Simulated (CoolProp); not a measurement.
R1336mzz(E) along the isotherm 136.85 °C: Z from the reference equation and from simpler models built on Tc = 130.4 °C, pc = 27.79 bar, ω = 0.413; each cubic takes its own stable root.

Values from CoolProp's reference Helmholtz-energy equation of state, Akasaka 2023.

| p (bar) | phase | reference |
|---|---|---|
| 7.13 | gas | 0.9080 |
| 14.3 | gas | 0.8027 |
| 21.4 | gas | 0.6758 |
| 28.5 | supercritical | 0.4803 |
| 35.6 | supercritical | 0.2319 |
| 42.8 | supercritical | 0.2487 |
| 49.9 | supercritical | 0.2749 |
| 57 | supercritical | 0.3029 |

Q: How far does each simpler model (van der Waals, Redlich-Kwong, Soave-Redlich-Kwong, Peng-Robinson) lie from the reference over these 8 states: mean and median of the absolute difference, and the worst?

A: 
- van der Waals: mean 23.9 %, median 23.4 %, worst +45.4 % at 136.85 °C and 49.9 bar
- Redlich-Kwong: mean 11.3 %, median 10.6 %, worst +23.5 % at 136.85 °C and 35.6 bar
- Soave-Redlich-Kwong: mean 13.6 %, median 13.4 %, worst +28.9 % at 136.85 °C and 35.6 bar
- Peng-Robinson: mean 7.1 %, median 5.6 %, worst +17.9 % at 136.85 °C and 35.6 bar
